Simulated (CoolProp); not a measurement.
Ethane along the isobar 6.93 MPa: density (kg/m³) from the reference equation and from simpler models built on Tc = 32.2 °C, pc = 4.872 MPa, ω = 0.099; each cubic takes its own stable root.

The numbers come from the reference Helmholtz-energy equation of state, Bücker 2006 in CoolProp.

```csv
T (°C),phase,reference,van der Waals,Soave-Redlich-Kwong
-87.35,liquid,548.7,364.4,530.8
-71.35,liquid,529.4,353.3,511.1
-55.35,liquid,509.0,341.3,489.4
-39.35,liquid,487.2,328.3,465.3
-23.45,liquid,463.5,314.0,438.1
-7.45,liquid,436.7,297.9,406.8
8.55,liquid,405.2,279.3,369.4
24.55,liquid,364.6,256.7,322.4
40.55,supercritical,299.1,226.9,254.7
56.55,supercritical,171.0,181.3,160.4
72.55,supercritical,122.2,132.6,118.9
88.45,supercritical,102.3,108.9,100.2
104.45,supercritical,90.14,95.23,88.58
120.45,supercritical,81.60,85.86,80.30
136.45,supercritical,75.10,78.81,73.95
152.45,supercritical,69.89,73.19,68.85
```
